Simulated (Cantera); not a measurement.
Standard-state values (1 bar) from the NASA 1993 polynomials, evaluated with Cantera. Values are per mole of reaction as written; species without (g) are pure solids or liquids, kept so even where they would boil at 1 bar.

0.5 Ti + Cl2(g) ⇌ 0.5 TiCl4(g)

```csv
T (K),ΔH° (kJ),ΔS° (J/K),ΔG° (kJ),log10 K
300,-381.6,-61.0,-363.3,63.25
573,___,___,___,___
648,-381.0,-59.8,-342.3,27.59
723,___,___,___,___
798,-380.9,-59.5,-333.4,21.82
873,___,___,___,___
948,___,___,___,___
```

Question: Some entries are withheld; supply them.

Answer: 
- 573, ΔH° (kJ): -381.2
- 573, ΔS° (J/K): -60.0
- 573, ΔG° (kJ): -346.8
- 573, log10 K: 31.61
- 723, ΔH° (kJ): -380.9
- 723, ΔS° (J/K): -59.6
- 723, ΔG° (kJ): -337.8
- 723, log10 K: 24.41
- 873, ΔH° (kJ): -380.8
- 873, ΔS° (J/K): -59.5
- 873, ΔG° (kJ): -328.9
- 873, log10 K: 19.68
- 948, ΔH° (kJ): -380.8
- 948, ΔS° (J/K): -59.5
- 948, ΔG° (kJ): -324.4
- 948, log10 K: 17.88
